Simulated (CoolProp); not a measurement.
Tetradecamethylhexasiloxane (MD4M) along the isotherm 620 K: Z from the reference equation and from simpler models built on Tc = 653.2 K, pc = 8.286 bar, ω = 0.800; each cubic takes its own stable root.

Computed with CoolProp (reference Helmholtz-energy equation of state, Thol 2019).

| p (bar) | phase | reference | Pitzer virial | van der Waals | Redlich-Kwong | Soave-Redlich-Kwong | Peng-Robinson |
|---|---|---|---|---|---|---|---|
| 0.46 | gas | 0.9724 | 0.9745 | 0.9810 | 0.9777 | 0.9761 | 0.9739 |
| 0.921 | gas | 0.9436 | 0.9490 | 0.9613 | 0.9546 | 0.9512 | 0.9469 |
| 1.38 | gas | 0.9137 | 0.9235 | 0.9410 | 0.9309 | 0.9255 | 0.9190 |
| 1.84 | gas | 0.8824 | 0.8980 | 0.9198 | 0.9061 | 0.8986 | 0.8900 |
| 2.3 | gas | 0.8496 | 0.8725 | 0.8976 | 0.8804 | 0.8704 | 0.8597 |
| 2.76 | gas | 0.8148 | 0.8470 | 0.8744 | 0.8534 | 0.8405 | 0.8279 |
| 3.22 | gas | 0.7777 | 0.8216 | 0.8500 | 0.8250 | 0.8088 | 0.7942 |
| 3.68 | gas | 0.7378 | 0.7961 | 0.8240 | 0.7948 | 0.7746 | 0.7581 |
| 4.14 | gas | 0.6941 | 0.7706 | 0.7962 | 0.7625 | 0.7372 | 0.7189 |
